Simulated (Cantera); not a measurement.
Standard-state values (1 bar) from the NASA 1993 polynomials, evaluated with Cantera. Values are per mole of reaction as written; species without (g) are pure solids or liquids, kept so even where they would boil at 1 bar. ZrN: taken at fixed stoichiometry.

3 N2O(g) + 6 ZrO2(g) = 6 ZrN + 5 O3(g)

| T (K) | ΔH° (kJ) | ΔS° (J/K) | ΔG° (kJ) | log10 K |
|---|---|---|---|---|
| 300 | [?] | [?] | [?] | [?] |
| 625 | 11.7 | -826.1 | 528.0 | -44.12 |
| 700 | 17.9 | -816.7 | 589.5 | -43.99 |
| 775 | [?] | [?] | [?] | [?] |
| 850 | [?] | [?] | [?] | [?] |
| 925 | 37.3 | -792.7 | 770.5 | -43.51 |
| 1000 | [?] | [?] | [?] | [?] |
| 1075 | 51.1 | -778.9 | 888.3 | -43.16 |

Problem. Complete the blanks.

Solution. 
- 300, ΔH° (kJ): -10.1
- 300, ΔS° (J/K): -873.6
- 300, ΔG° (kJ): 252.0
- 300, log10 K: -43.88
- 775, ΔH° (kJ): 24.3
- 775, ΔS° (J/K): -808.0
- 775, ΔG° (kJ): 650.5
- 775, log10 K: -43.84
- 850, ΔH° (kJ): 30.7
- 850, ΔS° (J/K): -800.1
- 850, ΔG° (kJ): 710.8
- 850, log10 K: -43.68
- 1000, ΔH° (kJ): 44.1
- 1000, ΔS° (J/K): -785.6
- 1000, ΔG° (kJ): 829.7
- 1000, log10 K: -43.34
